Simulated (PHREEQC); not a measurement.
Dissolve 0.19 mol/kgw ZnSO4, 0.2 mol/kgw CuCl2, 0.15 mol/kgw HCl and 0.00046 mol/kgw Na2SO4 at 20 °C. Closed to the air; pH follows from the charge balance.

Computed with PHREEQC (ion-association model, phreeqc.dat).

```
Quantity                  Result
-----------------  -------------
pH                          1.17
ionic strength     0.974 mol/kgw
activity of water          0.982
density              1.054 g/cm³
total alkalinity     -150 meq/kg
```

```
species     molality  activity   log γ
----------  --------  --------  ------
Cl-            0.478     0.293  -0.213
Cu+2           0.134    0.0281  -0.679
Zn+2           0.124    0.0214  -0.763
H+            0.0902    0.0673  -0.128
HSO4-         0.0598    0.0471  -0.103
SO4-2         0.0508   0.00802  -0.802
CuSO4         0.0355    0.0444   0.097
ZnSO4         0.0308    0.0386   0.097
CuCl+         0.0285    0.0173  -0.218
ZnCl+         0.0222    0.0135  -0.218
Zn(SO4)2-2   0.00678   0.00262  -0.414
ZnCl2        0.00323   0.00404   0.097
```

This is a speciation only: nothing precipitates in the calculation. Caution: at this ionic strength the ion-association model is outside its range; a Pitzer model would be the better tool where its parameters exist.
